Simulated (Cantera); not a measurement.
Feed: 1 mol SiCl4, 5.9 mol HCl, 0.36 mol H2, equilibrated at 1273.15 K and 7.20 bar.

These are equilibrium values from Cantera (NASA tables, ideal gas, pure condensed phases), not measurements of a reactor. Candidate condensed phases: Si; 19 gas species. The tables' values for SiCl3 are old estimates; treat these amounts as uncertain. Kinetics and transport are ignored.

Base state: HCl 0.813, SiCl4 0.137, H2 0.0492, SiHCl3 0.000332, SiCl3 0.000151 (mole fractions); condensed: gas only.

Question: What changes in the equilibrium state with this change: H2 from 0.36 to 3.7 mol?

Answer: 
```csv
species,before,after
HCl,0.813,0.559
H2,0.0492,0.346
SiCl4,0.137,0.0916
SiCl2,1.09e-6,1.09e-5
SiHCl3,0.000332,0.00227
SiCl3,0.000151,0.000390
```

Question: What changes in the equilibrium state with this change: SiCl4 replaced by Si?

Answer: 
```tsv
species	before	after
H2	0.0492	0.439
HCl	0.813	0.371
SiCl4	0.137	0.180
SiH2Cl2	1.11e-7	5.58e-5
SiCl2	1.09e-6	6.15e-5
SiHCl3	0.000332	0.00852
SiCl3	0.000151	0.00130
```
